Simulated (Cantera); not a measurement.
Cantera run, input and output.

```python
import numpy as np
import cantera as ct

gas = ct.Solution("gri30.yaml")
gas.TPX = 1298, 17000, {'H2': 1.6, 'O2': 1, 'N2': 1.4}
reactor = ct.IdealGasConstPressureReactor(gas, energy="off", clone=False)
net = ct.ReactorNet([reactor])
net.rtol, net.atol = 1e-08, 1e-18
show = ['H2', 'O2', 'NO', 'H2O2', 'H2O', 'O', 'OH']
times = np.geomspace(1e-05, 30, 10)

steps = ct.SolutionArray(gas, extra=["t"])
rows = []
print(f"{'t/s':>10s}{'T/K':>9s}{'P/Pa':>11s}" + "".join(f"{s:>11s}" for s in show))
for t in times:
    while net.time < t:
        t_next = net.step()
        steps.append(gas.state, t=t_next)
    rows.append([np.interp(t, steps.t, y) for y in (steps.T, steps.P, *steps(*show).X.T)])
    print(f"{t:10.3e}{rows[-1][0]:9.1f}{rows[-1][1]:11.4g}" + "".join(f"{x:11.3e}" for x in rows[-1][2:]))
rate = np.gradient(steps.T, steps.t)
print("integrator steps:", len(steps.t))
if steps.T.max() > steps.T[0] + 200:
    print(f"time of steepest temperature rise: {steps.t[rate.argmax()]:.4e} s")
gas.TPX = 1298, 17000, {'H2': 1.6, 'O2': 1, 'N2': 1.4}
gas.equilibrate("TP")
print(f"equilibrium (TP): T = {gas.T:.1f} K  " + "  ".join(f"{s} {gas[s].X[0]:.3e}" for s in show))
```

Result:

```
       t/s      T/K       P/Pa         H2         O2         NO       H2O2        H2O          O         OH
 1.000e-05   1298.0    1.7e+04  4.000e-01  2.500e-01  1.150e-18  2.953e-10  7.626e-08  1.846e-08  1.197e-08
 5.244e-05   1298.0    1.7e+04  3.998e-01  2.499e-01  7.106e-14  1.894e-08  1.530e-04  2.113e-05  1.351e-05
 2.750e-04   1298.0    1.7e+04  4.189e-02  8.548e-02  9.842e-06  3.401e-06  3.704e-01  1.777e-02  9.948e-03
 1.442e-03   1298.0    1.7e+04  4.306e-03  6.360e-02  1.367e-05  2.535e-06  4.915e-01  9.893e-04  2.548e-03
 7.563e-03   1298.0    1.7e+04  1.370e-04  6.242e-02  1.369e-05  3.457e-07  4.995e-01  2.984e-05  4.451e-04
 3.966e-02   1298.0    1.7e+04  8.484e-06  6.246e-02  1.370e-05  4.328e-08  4.999e-01  2.132e-06  1.199e-04
 2.080e-01   1298.0    1.7e+04  1.161e-06  6.248e-02  1.372e-05  7.583e-09  5.000e-01  3.102e-07  4.572e-05
 1.091e+00   1298.0    1.7e+04  4.267e-07  6.249e-02  1.372e-05  2.907e-09  5.000e-01  1.093e-07  2.711e-05
 5.721e+00   1298.0    1.7e+04  4.090e-07  6.249e-02  1.372e-05  2.783e-09  5.000e-01  1.041e-07  2.646e-05
 3.000e+01   1298.0    1.7e+04  4.090e-07  6.249e-02  1.372e-05  2.783e-09  5.000e-01  1.041e-07  2.646e-05
integrator steps: 2069
equilibrium (TP): T = 1298.0 K  H2 4.093e-07  O2 6.241e-02  NO 1.595e-04  H2O2 2.781e-09  H2O 5.000e-01  O 1.041e-07  OH 2.645e-05
```

Cantera simulation using GRI-Mech 3.0 (53 species, 325 reactions); the numbers are that mechanism's predictions, not measurements. The temperature is held fixed by assumption; the heat of reaction is taken as removed at once.
